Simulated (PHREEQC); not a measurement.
PHREEQC input (ion-association model, phreeqc.dat):

```
SOLUTION 1
  temp 25
  units mol/kgw
  pH 7 charge
  Cl 0.078
  K 0.078
END
SELECTED_OUTPUT 1
  -reset false
  -pH true
  -pe true
  -ionic_strength true
  -water true
  -totals Br Ca Cl K Li S S(-2) S(6)
  -molalities H+ Ca+2 K+ Cl- SO4-2 Li+ Br- OH- O2 HSO4-
    S-2 HS- H2S CaOH+ CaSO4 CaHSO4+ KSO4- LiSO4-
  -equilibrium_phases Gypsum Sylvite
PRINT
  -reset false
USE solution 1
REACTION 1
  LiBr 1
  0 0.0208 0.0417 0.0625 0.0833 0.104 0.125 0.146 0.167 0.188 0.208 0.229 0.25 moles
EQUILIBRIUM_PHASES 1
  Gypsum 0 0.1
  Sylvite 0 0
  O2(g) -0.68 10
END
```

Selected output (columns that matter, 13 of 13 rows; LiBr added (mol) added in front):

```
LiBr added (mol)	pH	mu	Br	Ca	Cl	K	Li	S	m_H+	m_Ca+2	m_K+	m_Cl-	m_SO4-2	Gypsum
0	7.0472	0.13766	0	0.020655	0.077942	0.077942	0	0.020655	1.1041e-07	0.016104	0.075591	0.077942	0.013753	0.079329
0.0208	7.0445	0.16166	0.020784	0.021629	0.077939	0.077939	0.020784	0.021629	1.1199e-07	0.017096	0.075626	0.077939	0.01437	0.078354
0.0417	7.042	0.18546	0.041666	0.022526	0.077937	0.077937	0.041666	0.022526	1.1341e-07	0.018011	0.075658	0.077937	0.014915	0.077456
0.0625	7.0396	0.20889	0.062447	0.023354	0.077934	0.077934	0.062447	0.023354	1.147e-07	0.018857	0.075689	0.077934	0.015398	0.076627
0.0833	7.0373	0.23212	0.083228	0.024127	0.077932	0.077932	0.083228	0.024127	1.1588e-07	0.019648	0.075717	0.077932	0.015832	0.075852
0.104	7.0352	0.25506	0.10391	0.024852	0.07793	0.07793	0.10391	0.024852	1.1698e-07	0.02039	0.075744	0.07793	0.016223	0.075126
0.125	7.0332	0.27819	0.12488	0.025547	0.077928	0.077928	0.12488	0.025547	1.1802e-07	0.021102	0.075771	0.077928	0.016586	0.074429
0.146	7.0312	0.30118	0.14586	0.026207	0.077926	0.077926	0.14586	0.026207	1.19e-07	0.021779	0.075795	0.077926	0.016919	0.073768
0.167	7.0293	0.32406	0.16684	0.026835	0.077925	0.077925	0.16684	0.026835	1.1993e-07	0.022424	0.075819	0.077925	0.017225	0.073139
0.188	7.0275	0.34684	0.18781	0.027436	0.077923	0.077923	0.18781	0.027436	1.2081e-07	0.023041	0.075842	0.077923	0.017508	0.072537
0.208	7.0258	0.36844	0.20779	0.027984	0.077921	0.077921	0.20779	0.027984	1.2161e-07	0.023604	0.075863	0.077921	0.017759	0.071988
0.229	7.0241	0.39104	0.22876	0.028537	0.07792	0.07792	0.22876	0.028537	1.2242e-07	0.024173	0.075884	0.07792	0.018004	0.071434
0.25	7.0225	0.41356	0.24974	0.029068	0.077918	0.077918	0.24974	0.029068	1.2319e-07	0.024721	0.075904	0.077918	0.018232	0.070902
```
